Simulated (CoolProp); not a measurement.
Ethanol at several states: Z from the reference equation and from simpler models built on Tc = 514.7 K, pc = 6.268 MPa, ω = 0.644; each cubic takes its own stable root.

Values from CoolProp's reference Helmholtz-energy equation of state, Schroeder 2014.

| T (K) | p (MPa) | phase | reference |
|---|---|---|---|
| 319 | 4.73 | liquid | 0.1065 |
| 257.6 | 25.5 | liquid | 0.6558 |
| 466.9 | 29.7 | liquid | 0.5408 |
| 452.4 | 0.288 | gas | 0.9737 |
| 562.2 | 15.2 | supercritical | 0.3885 |

Question: How far does each simpler model (van der Waals, Redlich-Kwong) lie from the reference over these 5 states: mean and median of the absolute difference, and the worst?

Answer: 
- van der Waals: mean 53.1 %, median 67.4 %, worst +84.9 % at 319 K and 4.73 MPa
- Redlich-Kwong: mean 18.8 %, median 24.5 %, worst +26.8 % at 319 K and 4.73 MPa
